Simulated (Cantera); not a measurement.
Input: 1 mol B2O3, 6.4 mol H2, equilibrated at 1648.15 K and 750 Torr.

Method: chemical equilibrium by Gibbs-energy minimisation in Cantera with the NASA 1993 tables (ideal gas, pure condensed phases). Candidate condensed phases: B, B2O3, B3O3H3, H2O; 23 gas species. Gases not in the tables: H3BO3. Kinetics and transport are ignored.

Base state: H2 0.993, HBO 0.00350, HBO2 0.00226, H2O 0.000807, B2O3 0.000337, H 8.89e-5, B3O3H3 7.95e-5, B2O2 6.37e-5 (mole fractions); condensed: B2O3(l).

What changes in the equilibrium state with this change: pressure from 750 Torr to 75.0 Torr?


```csv
species,before,after
H2,0.993,0.977
HBO,0.00350,0.00939
HBO2,0.00226,0.00826
B2O3,0.000337,0.00337
BO,6.67e-6,5.71e-5
B2O2,6.37e-5,0.000467
"B2O3(l), mol",0.978,0.918
```
